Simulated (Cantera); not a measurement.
Charge: 1 mol CsOH, 3.5 mol H2O, 4.3 mol H2, at 460000 Pa.

These are equilibrium values from Cantera (NASA tables, ideal gas, pure condensed phases), not measurements of a reactor. Candidate condensed phases: Cs, CsOH, H2O; 15 gas species. The numbers say what is thermodynamically allowed, not how fast it happens.

x: gas mole fraction; n: condensed amount in mol.

| T (K) | x H2 | x H2O | x CsOH | x Cs | x Cs2(OH)2 | n CsOH(l) |
|---|---|---|---|---|---|---|
| 825 | 0.551 | 0.448 | 0.000383 | 4.13e-8 | (withheld) | 0.992 |
| 925 | 0.549 | 0.447 | 0.00297 | 1.29e-6 | (withheld) | 0.957 |
| 1025 | 0.541 | 0.440 | 0.0149 | 1.97e-5 | (withheld) | 0.825 |
| 1125 | 0.517 | 0.421 | 0.0547 | 0.000183 | (withheld) | 0.414 |
| 1225 | 0.491 | 0.401 | 0.102 | 0.000735 | (withheld) | 0 |
| 1325 | 0.488 | 0.400 | 0.109 | 0.00147 | (withheld) | 0 |
| 1425 | 0.487 | 0.400 | 0.110 | 0.00255 | (withheld) | 0 |
| 1525 | 0.486 | 0.401 | 0.109 | 0.00401 | (withheld) | 0 |
| 1625 | 0.484 | 0.402 | 0.107 | 0.00588 | (withheld) | 0 |
| 1725 | 0.483 | 0.404 | 0.105 | 0.00816 | (withheld) | 0 |
| 1825 | 0.480 | 0.406 | 0.102 | 0.0108 | (withheld) | 0 |

Question: What belongs in the gaps?

Answer: 
- 825, x Cs2(OH)2: 0.000326
- 925, x Cs2(OH)2: 0.00127
- 1025, x Cs2(OH)2: 0.00354
- 1125, x Cs2(OH)2: 0.00778
- 1225, x Cs2(OH)2: 0.00593
- 1325, x Cs2(OH)2: 0.00187
- 1425, x Cs2(OH)2: 0.000637
- 1525, x Cs2(OH)2: 0.000242
- 1625, x Cs2(OH)2: 0.000102
- 1725, x Cs2(OH)2: 4.67e-5
- 1825, x Cs2(OH)2: 2.31e-5
